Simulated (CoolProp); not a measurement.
R407C at 253.64 K and 0.194 MPa is compressed adiabatically to 0.388 MPa with isentropic efficiency 0.6. Each further row changes one setting.

Model: reference Helmholtz-energy equation of state, Lemmon 2003, in CoolProp. It is a pseudo-pure fit of the blend.

| case | work (kJ/kg) | final temperature (K) | final density (kg/m³) |
|---|---|---|---|
| as stated | 27.5 | 291.1 | 14.9 |
| efficiency 1 | 16.5 | 278.9 | 15.8 |
| efficiency 0.65 | 25.4 | 288.8 | 15.0 |
